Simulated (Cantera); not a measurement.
Charge: 1 mol SiHCl3, 8 mol N2, 0.0075 mol Cl2, at 1023.15 K and 1500 Pa.

Cantera equilibrium calculation (NASA polynomials, part measured and part estimated; ideal gas, pure solids and liquids). Candidate condensed phases: NH4Cl, Si, Si3N4; 28 gas species. N2 is the only nitrogen source here; it is nearly inert below about 1500 K, so the nitride shown seldom forms there in practice. The tables' values for SiCl3 are old estimates; treat these amounts as uncertain. Rates play no part.

Problem. What is the equilibrium state?

Solution. 
| Property | Result |
|---|---|
| x(N2) | 0.840 |
| x(HCl) | 0.0906 |
| x(SiCl4) | 0.0595 |
| x(H2) | 0.00927 |
| x(SiCl3) | 0.000102 |
| x(SiHCl3) | 5.16e-5 |
| x(SiCl2) | 3.68e-6 |
| n(Si3N4(s)) | 0.151 mol |
| gas amount | 9.159 mol |
| log10 activity of Si(s) (absent) | -5.63 |
